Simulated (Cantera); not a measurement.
An isothermal, constant-pressure homogeneous reactor starts with H₂ : O₂ : N₂ = 1.4 : 1 : 1.3 (molar parts), at 898 K and 0.661 atm.

Cantera simulation using the H2/O2 subset of GRI-Mech 3.0, which has no nitrogen chemistry; the numbers are that mechanism's predictions, not measurements. Below about 950 K walls govern HO2 and H2O2 in real vessels. The temperature is held fixed by assumption; the heat of reaction is taken as removed at once.

x: mole fraction; the columns are a selection and need not sum to one.

```tsv
t (s)	x H₂	x O₂	x OH	x H₂O₂	x HO₂
0.000600	0.378	0.270	1.89e-12	7.99e-11	(withheld)
0.00177	0.378	0.270	2.38e-12	7.67e-10	(withheld)
0.00522	0.378	0.270	4.38e-12	7.83e-9	(withheld)
0.0154	0.378	0.270	1.99e-11	1.15e-7	(withheld)
0.0455	0.378	0.270	5.24e-10	8.38e-6	(withheld)
0.134	0.377	0.269	1.54e-8	0.000440	(withheld)
0.396	0.350	0.257	3.96e-8	0.00179	(withheld)
1.17	0.286	0.228	3.28e-8	0.00176	(withheld)
3.45	0.157	0.170	3.61e-8	0.00114	(withheld)
10.2	0.0134	0.106	4.98e-8	0.000136	(withheld)
30.0	0.000375	0.100	8.85e-9	6.96e-7	(withheld)
```

What belongs in the gaps?


- 0.000600, x HO₂: 5.72e-9
- 0.00177, x HO₂: 1.86e-8
- 0.00522, x HO₂: 6.90e-8
- 0.0154, x HO₂: 4.33e-7
- 0.0455, x HO₂: 8.37e-6
- 0.134, x HO₂: 4.26e-5
- 0.396, x HO₂: 6.25e-5
- 1.17, x HO₂: 5.72e-5
- 3.45, x HO₂: 4.82e-5
- 10.2, x HO₂: 1.76e-5
- 30.0, x HO₂: 1.24e-6
